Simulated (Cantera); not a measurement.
Adiabatic ignition

An adiabatic, constant-pressure homogeneous reactor starts with 5.85 % CO, 0.761 % H₂, 8.49 % O₂, 84.9 % N₂, equivalence ratio 0.39, at 1025 K and 3750 Torr.

Detailed kinetics in Cantera: GRI-Mech 3.0 (53 species, 325 reactions). The hydrogen kinetics of GRI-Mech 3.0 are dated; newer H2 mechanisms differ, most at raised pressure.

| t (s) | T (K) | x CO | x H₂ | x O₂ | x CO₂ | x HO₂ |
|---|---|---|---|---|---|---|
| 2.00e-6 | 1025 | 0.0585 | 0.00761 | 0.0849 | 9.86e-11 | 2.20e-11 |
| 5.53e-6 | 1025 | 0.0585 | 0.00761 | 0.0849 | 3.08e-10 | 1.34e-10 |
| 1.53e-5 | 1025 | 0.0585 | 0.00761 | 0.0849 | 1.10e-9 | 8.47e-10 |
| 4.23e-5 | 1025 | 0.0585 | 0.00761 | 0.0849 | 4.33e-9 | 4.22e-9 |
| 0.000117 | 1025 | 0.0585 | 0.00761 | 0.0849 | 1.91e-8 | 1.64e-8 |
| 0.000323 | 1025 | 0.0585 | 0.00761 | 0.0849 | 1.16e-7 | 6.67e-8 |
| 0.000894 | 1025 | 0.0585 | 0.00761 | 0.0849 | 1.38e-6 | 4.92e-7 |
| 0.00247 | 1026 | 0.0585 | 0.00757 | 0.0848 | 7.16e-5 | 1.17e-5 |
| 0.00684 | 1050 | 0.0567 | 0.00647 | 0.0834 | 0.00196 | 4.37e-5 |
| 0.0189 | 1560 | 1.47e-5 | 2.06e-7 | 0.0536 | 0.0605 | 1.07e-7 |
| 0.0523 | 1560 | 1.38e-6 | 6.28e-8 | 0.0536 | 0.0605 | 4.42e-8 |
| 0.145 | 1560 | 1.37e-6 | 6.27e-8 | 0.0536 | 0.0605 | 4.41e-8 |
| 0.400 | 1560 | 1.37e-6 | 6.27e-8 | 0.0536 | 0.0605 | 4.41e-8 |
x: mole fraction; the columns are a selection and need not sum to one.

| Property | Value |
|---|---|
| time of steepest temperature rise | 11.7 ms |
| temperature at 0.400 s | 1560 K |
| equilibrium temperature | 1558 K |
| x(CO) at 0.400 s | 1.37e-6 (gas-phase equilibrium 1.34e-6) |
| x(H₂) at 0.400 s | 6.27e-8 (gas-phase equilibrium 6.13e-8) |
| x(O₂) at 0.400 s | 0.0536 (gas-phase equilibrium 0.0532) |
